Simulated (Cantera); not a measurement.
Cantera run, input and output.

```python
import numpy as np
import cantera as ct

gas = ct.Solution("h2o2.yaml")
gas.TPX = 900, 17000, {'H2': 1.7, 'O2': 1, 'N2': 2.1}
reactor = ct.IdealGasConstPressureReactor(gas, energy="off", clone=False)
net = ct.ReactorNet([reactor])
net.rtol, net.atol = 1e-08, 1e-18
show = ['H2', 'O2', 'H2O2', 'O', 'H', 'HO2']
times = np.geomspace(0.0003, 20, 13)

steps = ct.SolutionArray(gas, extra=["t"])
rows = []
print(f"{'t/s':>10s}{'T/K':>9s}{'P/Pa':>11s}" + "".join(f"{s:>11s}" for s in show))
for t in times:
    while net.time < t:
        t_next = net.step()
        steps.append(gas.state, t=t_next)
    rows.append([np.interp(t, steps.t, y) for y in (steps.T, steps.P, *steps(*show).X.T)])
    print(f"{t:10.3e}{rows[-1][0]:9.1f}{rows[-1][1]:11.4g}" + "".join(f"{x:11.3e}" for x in rows[-1][2:]))
rate = np.gradient(steps.T, steps.t)
print("integrator steps:", len(steps.t))
if steps.T.max() > steps.T[0] + 200:
    print(f"time of steepest temperature rise: {steps.t[rate.argmax()]:.4e} s")
gas.TPX = 900, 17000, {'H2': 1.7, 'O2': 1, 'N2': 2.1}
gas.equilibrate("TP")
print(f"equilibrium (TP): T = {gas.T:.1f} K  " + "  ".join(f"{s} {gas[s].X[0]:.3e}" for s in show))
```

Result:

```
       t/s      T/K       P/Pa         H2         O2       H2O2          O          H        HO2
 3.000e-04    900.0    1.7e+04  3.542e-01  2.083e-01  5.818e-13  6.841e-11  7.162e-10  5.344e-10
 7.570e-04    900.0    1.7e+04  3.542e-01  2.083e-01  6.115e-11  7.403e-09  7.708e-08  5.130e-08
 1.910e-03    900.0    1.7e+04  3.031e-01  1.865e-01  4.484e-07  1.493e-03  1.696e-02  4.284e-05
 4.821e-03    900.0    1.7e+04  3.955e-02  5.699e-02  1.792e-06  5.814e-05  2.689e-04  3.833e-05
 1.216e-02    900.0    1.7e+04  3.318e-02  5.391e-02  1.193e-05  1.345e-06  5.181e-06  3.359e-05
 3.070e-02    900.0    1.7e+04  3.303e-02  5.384e-02  2.729e-05  3.530e-08  1.371e-07  1.512e-05
 7.746e-02    900.0    1.7e+04  3.294e-02  5.379e-02  3.711e-05  4.556e-08  1.770e-07  1.456e-05
 1.955e-01    900.0    1.7e+04  3.257e-02  5.360e-02  6.401e-05  8.391e-08  3.284e-07  1.838e-05
 4.932e-01    900.0    1.7e+04  3.062e-02  5.264e-02  1.105e-04  1.549e-07  5.974e-07  2.229e-05
 1.245e+00    900.0    1.7e+04  2.468e-02  4.978e-02  1.090e-04  1.628e-07  5.603e-07  2.120e-05
 3.141e+00    900.0    1.7e+04  1.420e-02  4.476e-02  7.980e-05  1.430e-07  3.617e-07  1.725e-05
 7.926e+00    900.0    1.7e+04  3.454e-03  3.961e-02  3.136e-05  8.459e-08  1.061e-07  9.945e-06
 2.000e+01    900.0    1.7e+04  2.720e-04  3.810e-02  1.699e-06  6.595e-09  4.291e-09  2.142e-06
integrator steps: 2092
equilibrium (TP): T = 900.0 K  H2 1.725e-11  O2 3.797e-02  H2O2 2.354e-11  O 2.561e-12  H 1.185e-15  HO2 5.819e-11
```

Model: the H2/O2 subset of GRI-Mech 3.0, which has no nitrogen chemistry, integrated in Cantera. Below about 950 K walls govern HO2 and H2O2 in real vessels. The temperature is held fixed by assumption; the heat of reaction is taken as removed at once.
